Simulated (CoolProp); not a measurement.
A simple Rankine cycle with R124: condensing at 288.15 K, boiler at 0.778 MPa, turbine inlet 325.3 K, turbine efficiency 0.7, pump efficiency 0.6, no recuperator. Each further row changes one setting.

The numbers come from the reference Helmholtz-energy equation of state, de Vries 1995 in CoolProp.

```tsv
case	thermal efficiency (%)	net work (kJ/kg)	heat in (kJ/kg)	turbine exit temperature (K)	volume ratio over the turbine
as stated	6.6	11.3	172	299.5	2.88
turbine inlet 345.3 K	6.6	12.5	190	320.8	2.83
condensing temperature 280.15 K	7.9	14.4	181	293.7	3.79
boiler pressure 0.545 MPa	4.5	7.93	177	309.6	1.97
turbine efficiency 0.6	5.6	9.61	172	301.7	2.91
```
